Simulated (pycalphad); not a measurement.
All values are pycalphad results on the COST 507 light-alloy database (1999) (1 atm), not direct measurements. No gas phase is included, though pure Si would boil below 3225 K. The data set is of 1999 and partly superseded. Phase fractions are per mole of atoms. Kinetics are ignored, which matters at the lower temperatures.

Q: Give the equilibrium state of Si-50.07C (wt.%) at 825 K.

A: CSI, fraction 0.598, with 30.0 C wt.%; graphite, fraction 0.402, with 100 C wt.%.

Q: Give the equilibrium state of Si-50.07C (wt.%) at 3225 K.

A: graphite, fraction 0.618, with 100 C wt.%; liquid, fraction 0.382, with 10.6 C wt.%.

Database names, with the compositions (at.%) that they take in these runs: CSI: Si 50 C 50.
